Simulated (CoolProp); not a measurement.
The numbers come from the reference Helmholtz-energy equation of state, Lemmon 2006 in CoolProp. It is a short technical equation, of lower accuracy than the large ones.

Question: For R141b, give the phase and the speed of sound (m/s), Prandtl number at 500 K and 3950 kPa.

Answer: 
- 500 K and 3950 kPa: gas; speed of sound 136, Prandtl number 0.752

Viscosity comes from a separate model (Huber 2003), an estimate that may be off by 10 % or more. Thermal conductivity comes from a separate model (Huber 2003), an estimate that may be off by 10 % or more.
